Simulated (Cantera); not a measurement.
Cantera run:

```python
import numpy as np
import cantera as ct

gas_names = """
    B BH BH2 BH3 BN BO BO2 B2 B2O B2O2 B2O3 B3O3H3 H HBO HBO2 HNO HNO2 HNO3 HO2 H2 H2O H2O2 H3B3O6 N NH
    NH2 NH3 NH2OH NO NO2 NO3 N2 N2H2 N2H4 N2O O OH O2 O3
""".split()
cond_names = """
    B(b) B(L) BN(s) B2O3(L) B3O3H3(cr) H2O(s) H2O(L)
""".split()


# ... load() reads the species with a 1 bar reference pressure and builds the phases ...
atoms = {
    'B2H6': {'B': 2, 'H': 6},
    'H2': {'H': 2},
    'N2': {'N': 2},
    'H2O': {'H': 2, 'O': 1},
}
top_T = {'BN(s)': 3200}  # K; cautious upper limits of use, not melting points


# ... equilibrate(T, P, feed) seeds the gas with the atoms and calls Mixture.equilibrate('TP', solver="vcs", rtol=1e-11, max_steps=5000) ...
results = []
feed = {'B2H6': 1, 'H2': 69, 'N2': 36, 'H2O': 2.5}  # mol
P = 180  # Pa
for T in [1673, 1723, 1773, 1823, 1873, 1923, 1973, 2023]:
    mix = equilibrate(T, P, feed)
    results.append((T, P, feed, dict(zip(mix.species_names, mix.species_moles))))

top = {s: max(r[3][s] / sum(r[3][g] for g in gas_names) for r in results) for s in gas_names}
cols = sorted((s for s in top if top[s] > 1e-06), key=lambda s: -top[s])[:9]
seen = [c for c in cond_names if any(r[3].get(c, 0) > 1e-12 for r in results)]
print("log10 of partial pressures in bar; condensed amounts in mol")
print(f"{'T/K':>10s}" + "".join(f"{s[:9]:>10s}" for s in cols + seen))
for T, P, feed, n in results:
    ng = sum(n[g] for g in gas_names)
    print(f"{T:10.4g}" + "".join(f"{np.log10(max(n[s] / ng * P / 1e5, 1e-99)):10.3f}" for s in cols)
          + "".join(f"{n.get(c, 0):10.4g}" for c in seen))
```

Result:

```
log10 of partial pressures in bar; condensed amounts in mol
       T/K        H2        N2         H       HBO        BO      HBO2      B2O3       H2O      B2O2
      1673    -2.925    -3.236    -5.406    -4.747    -5.912    -5.322    -5.546    -6.346    -5.878
      1723    -2.926    -3.237    -5.202    -4.746    -5.733    -5.310    -5.590    -6.231    -5.921
      1773    -2.928    -3.237    -5.010    -4.751    -5.569    -5.302    -5.639    -6.121    -5.971
      1823    -2.929    -3.238    -4.828    -4.760    -5.419    -5.298    -5.695    -6.015    -6.030
      1873    -2.932    -3.239    -4.656    -4.777    -5.284    -5.298    -5.758    -5.913    -6.099
      1923    -2.935    -3.240    -4.493    -4.800    -5.164    -5.305    -5.830    -5.815    -6.179
      1973    -2.939    -3.242    -4.340    -4.832    -5.059    -5.318    -5.914    -5.722    -6.271
      2023    -2.945    -3.245    -4.194    -4.871    -4.968    -5.340    -6.011    -5.635    -6.377
```

Cantera equilibrium calculation (NASA polynomials, part measured and part estimated; ideal gas, pure solids and liquids). The feed counts by its element totals alone.
